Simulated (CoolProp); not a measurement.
Properties of propyne at several states.

The numbers come from the reference Helmholtz-energy equation of state, Polt 1992 in CoolProp. This equation is an older, rougher fit.

| T (K) | p (MPa) | phase | density (kg/m³) | cp (kJ/(kg K)) | cv (kJ/(kg K)) | isothermal compressibility (1/MPa) |
|---|---|---|---|---|---|---|
| 457.6 | 0.36 | gas | 3.848 | 1.980 | 1.759 | 2.820 |
| 333.9 | 0.276 | gas | 4.114 | 1.684 | 1.443 | 3.747 |
| 361.8 | 2.21 | gas | 38.76 | 2.538 | 1.771 | 0.6488 |
| 399.6 | 0.0707 | gas | 0.8563 | 1.815 | 1.604 | 14.21 |
